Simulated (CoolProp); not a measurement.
A closed Brayton cycle with carbon dioxide: compressor inlet 325.15 K and 8.2 MPa, high pressure 26.5 MPa, turbine inlet 975 K, compressor efficiency 0.85, turbine efficiency 0.85, recuperator effectiveness 0.9 (on enthalpy, no pinch check). Each further row changes one setting.

Model: reference Helmholtz-energy equation of state, Span 1996, in CoolProp.

```
case                           thermal efficiency (%)  net work (kJ/kg)  compressor to turbine work  compressor exit (K)  turbine exit (K)
-----------------------------  ----------------------  ----------------  --------------------------  -------------------  ----------------
as stated                                        36.2               109                        0.37                424.6             828.8
turbine inlet 925 K                              34.8              99.4                        0.39                424.6             783.6
compressor inlet 335.15 K                        35.0               101                        0.41                441.8             828.8
high pressure 22.5 MPa                           35.3              97.4                        0.35                410.2             848.3
recuperator effectiveness 0.5                    22.3               109                        0.37                424.6             828.8
```
